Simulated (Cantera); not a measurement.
A freely propagating, adiabatic, planar premixed flame of H₂ : O₂ : N₂ = 1 : 0.179 : 0.671 (molar parts), unburnt at 650 K and 7500 Torr; multicomponent transport, grid criteria slope 0.08 and curve 0.16, no radiation.

Cantera simulation using the H2/O2 subset of GRI-Mech 3.0, which has no nitrogen chemistry; the numbers are that mechanism's predictions, not measurements. The hydrogen kinetics of GRI-Mech 3.0 are dated; newer H2 mechanisms differ, most at raised pressure. Burning velocities carry a grid error of a few per cent, more on coarse grids.

Task: Predict: laminar burning velocity; thermal thickness; peak x(OH); peak x(H₂O₂); peak x(O).

Result: 
- laminar burning velocity = 810 cm/s
- thermal thickness = 0.0281 mm
- peak x(OH) = 0.00162
- peak x(H₂O₂) = 6.76e-5
- peak x(O) = 0.000863
